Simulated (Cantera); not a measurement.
# Transport properties of process gases

Gas mixture: NO = 0.7 (molar parts), at 33.0 Torr, frozen composition.

Cantera's kinetic-theory transport with the Lennard-Jones parameters of GRI-Mech 3.0, ideal gas; thermal conductivity in the multicomponent form. The composition is frozen, though it would react at the higher temperatures.

| T (K) | ρ (kg/m³) | cp (J/kg/K) | μ (µPa s) | λ (mW/m/K) | Pr | D (cm²/s) CO2 | D (cm²/s) O | D (cm²/s) NH3 |
|---|---|---|---|---|---|---|---|---|
| 400 | 0.0397 | 998.6 | 23.1 | 32.5 | 0.711 | 6.01 | 12.1 | 8.69 |
| 550 | 0.0289 | 1028 | 28.9 | 41.9 | 0.709 | 10.5 | 20.9 | 15.6 |
| 700 | 0.0227 | 1067 | 34.0 | 51.2 | 0.708 | 16.0 | 31.3 | 24.0 |
| 850 | 0.0187 | 1104 | 38.6 | 60.2 | 0.708 | 22.3 | 43.3 | 33.7 |
| 1000 | 0.0159 | 1133 | 42.9 | 68.8 | 0.707 | 29.4 | 56.8 | 44.7 |
| 1150 | 0.0138 | 1153 | 47.0 | 76.7 | 0.707 | 37.1 | 71.6 | 56.8 |
| 1300 | 0.0122 | 1171 | 50.9 | 84.4 | 0.707 | 45.6 | 87.8 | 69.9 |
| 1450 | 0.0110 | 1186 | 54.7 | 91.8 | 0.707 | 54.7 | 105 | 84.1 |
D: mixture-averaged diffusion coefficient of that species in the mixture.
